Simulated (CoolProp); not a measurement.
Vapour-liquid equilibrium of R125 (1) + R236FA (2) at 109 kPa; x and y are mole fractions of (1).

Values from CoolProp's multi-fluid Helmholtz-energy mixture model, Lemmon 2005 and Pan 2012; pair parameters Bell 2016.

Question: Give the bubble temperature and the first vapour's composition at x = 0.35, 0.65, 0.85. Is there an azeotrope?

Answer: x = 0.35: -26.9 °C, y = 0.806; x = 0.65: -38.3 °C, y = 0.943; x = 0.85: -43.4 °C, y = 0.982. No azeotrope shows between x = 0.05 and 0.95.

Pair parameters are fitted to limited data, so mixtures are less certain than the pure fluids.
